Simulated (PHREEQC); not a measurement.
Consider water at 25 °C with 0.22 mol/kgw HF, 0.023 mol/kgw NaF and 0.00047 mol/kgw (NH4)2SiF6. Closed to the air; pH follows from the charge balance.

Equilibrium calculation in PHREEQC: ion-association model, phreeqc.dat.

Question: The ionic strength comes out as 0.0340 mol/kgw. What activity coefficients do SiF6-2, F-, H+, Na+, NH4+ get?

Answer: SiF6-2 0.51, F- 0.84, H+ 0.87, Na+ 0.85, NH4+ 0.83.

Precipitation was switched off in this run. SiF6-2 is the database's only silicon fluoride.
